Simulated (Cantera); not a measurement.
An isothermal, constant-pressure homogeneous reactor starts with H2 : O2 = 0.087 : 1 (molar parts), at 1375 K and 2670 Pa.

Cantera simulation using the H2/O2 subset of GRI-Mech 3.0, which has no nitrogen chemistry; the numbers are that mechanism's predictions, not measurements. Radical loss at walls, strong at low pressure, is not modelled. The temperature is held fixed by assumption; the heat of reaction is taken as removed at once.

One state of this run: x H2 = 1.64e-7; x O2 = 0.917; x OH = 7.82e-5; x O = 3.76e-6; x HO2 = 8.17e-8. x: mole fraction; the columns are a selection and need not sum to one.

Which value of t (s) does it belong to?
A) 0.000271
B) 200
C) 0.0245
D) 0.00546

B, 200
